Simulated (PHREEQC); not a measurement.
**Metal-bearing waste water (model solution)**

Consider water at 25 °C with 0.0022 mol CdCl2, 0.011 mol NiCl2, 0.0055 mol NaF and 9.1e-05 mol NaCl per kg of water. Closed to the air; pH follows from the charge balance.

The numbers come from PHREEQC with the ion-association model, wateq4f.dat.

This is a speciation only: nothing precipitates in the calculation.

Q: What pH does the model give?

A: pH 6.38.

Q: In which forms is Cd present?

A: CdCl+ 50 %, Cd+2 45 %, CdCl2 3.6 %, CdF+ 1.3 % of the Cd.
